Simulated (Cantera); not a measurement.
Input: 1 mol Fe2O3, 600 mol H2, at 75.0 Torr.

These are equilibrium values from Cantera (NASA tables, ideal gas, pure condensed phases), not measurements of a reactor. Candidate condensed phases: Fe, FeO, Fe(OH)2, Fe(OH)3, Fe2O3, Fe3O4, H2O; 12 gas species. The numbers say what is thermodynamically allowed, not how fast it happens.

x: gas mole fraction; n: condensed amount in mol.

| T (K) | x H2 | x H2O | x H | x Fe | x OH | x Fe(OH)2 | n Fe(α) | n Fe(γ) |
|---|---|---|---|---|---|---|---|---|
| 925 | 0.995 | 0.00500 | 8.21e-10 | <1e-12 | <1e-12 | <1e-12 | 2.00 | 0 |
| 1000 | 0.995 | 0.00500 | (withheld) | <1e-12 | <1e-12 | (withheld) | 2.00 | 0 |
| 1075 | 0.995 | 0.00500 | 4.63e-8 | 4.51e-12 | <1e-12 | 6.03e-12 | 2.00 | 0 |
| 1150 | 0.995 | 0.00500 | 2.35e-7 | 8.59e-11 | 7.15e-12 | 1.92e-11 | 2.00 | 0 |
| 1225 | 0.995 | 0.00500 | 9.83e-7 | 1.13e-9 | 4.50e-11 | 5.29e-11 | 0 | 2.00 |
| 1300 | 0.995 | 0.00500 | 3.49e-6 | 1.09e-8 | 2.29e-10 | 1.30e-10 | 0 | 2.00 |
| 1375 | 0.995 | 0.00500 | 1.08e-5 | 8.21e-8 | 9.78e-10 | 2.91e-10 | 0 | 2.00 |
| 1450 | 0.995 | 0.00500 | 2.98e-5 | 4.99e-7 | 3.59e-9 | 5.99e-10 | 0 | 2.00 |
| 1525 | 0.995 | 0.00500 | (withheld) | (withheld) | (withheld) | (withheld) | 0 | 2.00 |
| 1600 | 0.995 | 0.00500 | 0.000171 | 1.10e-5 | 3.37e-8 | 2.09e-9 | 0 | 1.99 |

Q: Complete the blanks.

A: 
- 1000, x H: 7.16e-9
- 1000, x Fe(OH)2: 1.58e-12
- 1525, x H: 7.46e-5
- 1525, x Fe: 2.53e-6
- 1525, x OH: 1.16e-8
- 1525, x Fe(OH)2: 1.15e-9
